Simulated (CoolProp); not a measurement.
Vapour-liquid equilibrium of R113 (1) + benzene (2) at 34.4 kPa; x and y are mole fractions of (1).

The numbers come from the multi-fluid Helmholtz-energy mixture model, Marx 1992 and Thol 2012; pair parameters Bell 2016 in CoolProp.

**Question.** Give the bubble temperature and the first vapour's composition at x = 0.05, 0.85, 0.95. Is there an azeotrope?

**Answer.** x = 0.05: 316.2 K, y = 0.232; x = 0.85: 293.5 K, y = 0.927; x = 0.95: 292.2 K, y = 0.975. No azeotrope shows between x = 0.05 and 0.95.

Pair parameters are fitted to limited data, so mixtures are less certain than the pure fluids.
